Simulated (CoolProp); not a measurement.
Saturated liquid density (kg/m³) of ethylene: the reference equation beside estimates from Tc = 9.2 °C, pc = 5.042 MPa, ω = 0.087.

Model: reference Helmholtz-energy equation of state, Smukala 2000, in CoolProp.

```csv
T (°C),reference,van der Waals,Redlich-Kwong,Soave-Redlich-Kwong,Peng-Robinson
-112.55,580.0,379.1,559.9,559.8,631.6
-106.95,572.2,374.2,551.6,552.0,623.1
-101.35,564.2,369.2,543.0,543.9,614.4
-95.65,555.9,364.0,533.9,535.3,605.0
-90.05,547.6,358.6,524.5,526.5,595.4
-84.45,539.1,353.1,514.9,517.3,585.3
-78.75,530.2,347.3,504.6,507.6,574.6
-73.15,521.2,341.4,494.1,497.5,563.5
-67.55,512.0,335.2,___,486.9,551.7
-61.95,502.4,328.8,471.6,475.8,539.4
-56.25,492.3,322.0,459.4,___,___
-50.65,482.0,314.9,___,451.6,512.1
-45.05,471.2,307.5,433.4,438.6,497.3
```

Problem. Some entries are withheld; supply them.

Solution. 
- -67.55, Redlich-Kwong: 483.1
- -56.25, Soave-Redlich-Kwong: 464.0
- -56.25, Peng-Robinson: 526.0
- -50.65, Redlich-Kwong: 446.7

Absolute difference from the reference over all 13 rows, mean and median: van der Waals 34.6 and 34.6 %, Redlich-Kwong 5.2 and 4.8 %, Soave-Redlich-Kwong 4.6 and 4.3 %, Peng-Robinson 7.9 and 8.4 %.
